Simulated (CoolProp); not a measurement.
R507A along the isotherm 298 K: fugacity coefficient from the reference equation and from simpler models built on Tc = 343.8 K, pc = 37.05 bar, ω = 0.286; each cubic takes its own stable root.

Values from CoolProp's reference Helmholtz-energy equation of state, Lemmon 2003. It is a pseudo-pure fit of the blend.

| p (bar) | phase | reference | van der Waals | Redlich-Kwong | Peng-Robinson |
|---|---|---|---|---|---|
| 46.3 | liquid | 0.2491 | 0.3981 | 0.3075 | 0.2531 |
| 92.6 | liquid | 0.1473 | 0.2609 | 0.1880 | 0.1503 |
| 139 | liquid | 0.1156 | 0.2247 | 0.1516 | 0.1182 |
| 185 | liquid | 0.1017 | 0.2158 | 0.1368 | 0.1042 |
| 232 | liquid | 0.09513 | 0.2196 | 0.1308 | 0.09738 |
| 278 | liquid | 0.09255 | 0.2315 | 0.1298 | 0.09467 |
| 324 | liquid | 0.09238 | 0.2499 | 0.1321 | 0.09440 |
| 370 | liquid | 0.09394 | 0.2744 | 0.1367 | 0.09585 |
